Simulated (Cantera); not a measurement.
A perfectly stirred reactor is fed with CH4 : O2 : N2 = 1 : 1.54 : 5.78 (molar parts), equivalence ratio 1.3, at 0.197 atm; it is adiabatic with a 500 K inlet, and is followed from long to short residence time, starting on the burning branch (τ in s: 0.4, 0.17, 0.073, 0.031, 0.013, 0.0057, 0.0024, 0.001, 0.00044, 0.00019, 8.1e-05).

Cantera simulation using GRI-Mech 3.0 (53 species, 325 reactions); the numbers are that mechanism's predictions, not measurements.

Problem. What does this change do: inlet temperature 500 to 400 K?

Solution. 
| quantity | before | after |
|---|---|---|
| blow-out, bracketed by the residence times tried | burning at 0.440 ms, out at 0.190 ms | burning at 0.440 ms, out at 0.190 ms |
| x(CH4) at τ = 0.400 s | 5.55e-6 | 7.13e-6 |
| x(O2) at τ = 0.400 s | 0.000337 | 0.000266 |
| x(O) at τ = 0.400 s | 0.000169 | 0.000128 |
| x(C2H4) at τ = 0.400 s | 8.02e-10 | 1.44e-9 |
| x(NO2) at τ = 0.400 s | 4.68e-9 | 2.77e-9 |
| x(CH4) at τ = 5.70 ms | 0.000104 | 0.000125 |
| x(O2) at τ = 5.70 ms | 0.00270 | 0.00249 |
| x(O) at τ = 5.70 ms | 0.00111 | 0.000918 |
| x(C2H4) at τ = 5.70 ms | 1.20e-7 | 1.85e-7 |
| x(NO2) at τ = 5.70 ms | 2.64e-9 | 1.84e-9 |

Problem. What does this change do: N2 5.78 to 8.6 parts?

Solution. 
```csv
quantity,before,after
"blow-out, bracketed by the residence times tried","burning at 0.440 ms, out at 0.190 ms","burning at 2.40 ms, out at 1.00 ms"
x(CH4) at τ = 0.400 s,5.55e-6,1.46e-5
x(O2) at τ = 0.400 s,0.000337,0.000134
x(O) at τ = 0.400 s,0.000169,4.43e-5
x(C2H4) at τ = 0.400 s,8.02e-10,1.03e-8
x(NO2) at τ = 0.400 s,4.68e-9,2.96e-10
x(CH4) at τ = 5.70 ms,0.000104,0.000286
x(O2) at τ = 5.70 ms,0.00270,0.00219
x(O) at τ = 5.70 ms,0.00111,0.000314
x(C2H4) at τ = 5.70 ms,1.20e-7,1.66e-6
x(NO2) at τ = 5.70 ms,2.64e-9,4.34e-10
```

Problem. What does this change do: pressure from 0.197 atm to 4.93 atm?

Solution. 
```csv
quantity,before,after
"blow-out, bracketed by the residence times tried","burning at 0.440 ms, out at 0.190 ms","burning at 0.190 ms, out at 81.0 µs"
x(CH4) at τ = 0.400 s,5.55e-6,1.20e-5
x(O2) at τ = 0.400 s,0.000337,1.46e-5
x(O) at τ = 0.400 s,0.000169,3.32e-6
x(C2H4) at τ = 0.400 s,8.02e-10,1.00e-9
x(NO2) at τ = 0.400 s,4.68e-9,1.29e-9
x(CH4) at τ = 5.70 ms,0.000104,0.000246
x(O2) at τ = 5.70 ms,0.00270,0.000360
x(O) at τ = 5.70 ms,0.00111,1.19e-5
x(C2H4) at τ = 5.70 ms,1.20e-7,7.28e-7
x(NO2) at τ = 5.70 ms,2.64e-9,5.48e-9
```
